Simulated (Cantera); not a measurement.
## Hydrocarbon pyrolysis for carbon deposition

A perfectly stirred reactor is fed with C₂H₆ : N₂ = 1 : 71 (molar parts), at 38.3 Torr; it is held at 1800 K, and followed from long to short residence time.

Cantera simulation using GRI-Mech 3.0 (53 species, 325 reactions); the numbers are that mechanism's predictions, not measurements. GRI-Mech 3.0 stops at C3 and has no aromatics, soot or wall deposition, so with more carbon than oxygen in the feed, carbon stays in small species such as C2H2 where larger ones or solid carbon would form.

```json
[
 {"τ (s)": "0.37", "x C₂H₆": "4.78e-6", "x C₂H₄": "2.96e-5", "x CH₃": "0.000212", "x H": "0.000427", "x HCN": "0.000410", "x H₂": "0.0256"},
 {"τ (s)": "0.22", "x C₂H₆": "7.87e-6", "x C₂H₄": "4.69e-5", "x CH₃": "0.000272", "x H": "0.000449", "x HCN": "0.000332", "x H₂": "0.0253"},
 {"τ (s)": "0.13", "x C₂H₆": "1.30e-5", "x C₂H₄": "7.47e-5", "x CH₃": "0.000351", "x H": "0.000473", "x HCN": "0.000268", "x H₂": "0.0250"},
 {"τ (s)": "0.076", "x C₂H₆": "2.17e-5", "x C₂H₄": "0.000119", "x CH₃": "0.000455", "x H": "0.000499", "x HCN": "0.000213", "x H₂": "0.0245"},
 {"τ (s)": "0.045", "x C₂H₆": "3.57e-5", "x C₂H₄": "0.000188", "x CH₃": "0.000588", "x H": "0.000528", "x HCN": "0.000170", "x H₂": "0.0240"},
 {"τ (s)": "0.026", "x C₂H₆": "6.01e-5", "x C₂H₄": "0.000298", "x CH₃": "0.000769", "x H": "0.000560", "x HCN": "0.000133", "x H₂": "0.0233"},
 {"τ (s)": "0.016", "x C₂H₆": "9.49e-5", "x C₂H₄": "0.000445", "x CH₃": "0.000976", "x H": "0.000591", "x HCN": "0.000107", "x H₂": "0.0225"},
 {"τ (s)": "0.0091", "x C₂H₆": "0.000161", "x C₂H₄": "0.000699", "x CH₃": "0.00129", "x H": "0.000629", "x HCN": "8.22e-5", "x H₂": "0.0214"}
]
```
x: mole fraction; the columns are a selection and need not sum to one.
